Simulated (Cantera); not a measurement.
Cantera run:

```python
import numpy as np
import cantera as ct

gas_names = """
    AL ALCL ALCL2 ALCL3 ALH ALO ALOCL ALOH ALO2 ALO2H AL2 AL2CL6 AL2O AL2O2 CL CLO CL2 H HALO HCL HOCL
    HO2 H2 H2O H2O2 O OH O2 O3
""".split()
cond_names = """
    AL(cr) AL(L) ALCL3(s) ALCL3(L) AL2O3(a) AL2O3(L) H2O(s) H2O(L)
""".split()


# ... load() reads the species with a 1 bar reference pressure and builds the phases ...
atoms = {
    'AlCl3': {'AL': 1, 'CL': 3},
    'O2': {'O': 2},
    'H2': {'H': 2},
    'H2O': {'H': 2, 'O': 1},
}
top_T = {}  # K; cautious upper limits of use, not melting points


# ... equilibrate(T, P, feed) seeds the gas with the atoms and calls Mixture.equilibrate('TP', solver="vcs", rtol=1e-11, max_steps=5000) ...
results = []
feed = {'AlCl3': 1, 'O2': 2.2, 'H2': 1.3, 'H2O': 0.086}  # mol
P = 120  # Pa
for T in [1073, 1148, 1223, 1298, 1373, 1448, 1523, 1598, 1673, 1748, 1823, 1898, 1973, 2048]:
    mix = equilibrate(T, P, feed)
    results.append((T, P, feed, dict(zip(mix.species_names, mix.species_moles))))

top = {s: max(r[3][s] / sum(r[3][g] for g in gas_names) for r in results) for s in gas_names}
cols = sorted((s for s in top if top[s] > 1e-06), key=lambda s: -top[s])[:5]
seen = [c for c in cond_names if any(r[3].get(c, 0) > 1e-12 for r in results)]
print("log10 of partial pressures in bar; condensed amounts in mol")
print(f"{'T/K':>10s}" + "".join(f"{s[:9]:>10s}" for s in cols + seen))
for T, P, feed, n in results:
    ng = sum(n[g] for g in gas_names)
    print(f"{T:10.4g}" + "".join(f"{np.log10(max(n[s] / ng * P / 1e5, 1e-99)):10.3f}" for s in cols)
          + "".join(f"{n.get(c, 0):10.4g}" for c in seen))
```

Result:

```
log10 of partial pressures in bar; condensed amounts in mol
       T/K       HCL        O2        CL       H2O       CL2  AL2O3(a)
      1073    -3.155    -3.402    -5.076    -4.475    -4.216       0.5
      1148    -3.150    -3.401    -4.725    -4.563    -4.307       0.5
      1223    -3.151    -3.404    -4.437    -4.610    -4.428       0.5
      1298    -3.156    -3.408    -4.213    -4.601    -4.598       0.5
      1373    -3.166    -3.415    -4.049    -4.533    -4.821       0.5
      1448    -3.181    -3.424    -3.928    -4.430    -5.075       0.5
      1523    -3.199    -3.434    -3.834    -4.320    -5.333       0.5
      1598    -3.221    -3.445    -3.755    -4.218    -5.581       0.5
      1673    -3.246    -3.458    -3.686    -4.130    -5.814       0.5
      1748    -3.274    -3.472    -3.626    -4.054    -6.033       0.5
      1823    -3.304    -3.487    -3.573    -3.991    -6.239       0.5
      1898    -3.338    -3.505    -3.527    -3.939    -6.433       0.5
      1973    -3.374    -3.524    -3.487    -3.899    -6.618    0.4999
      2048    -3.413    -3.547    -3.452    -3.871    -6.795    0.4997
```

Method: chemical equilibrium by Gibbs-energy minimisation in Cantera with the NASA 1993 tables (ideal gas, pure condensed phases).
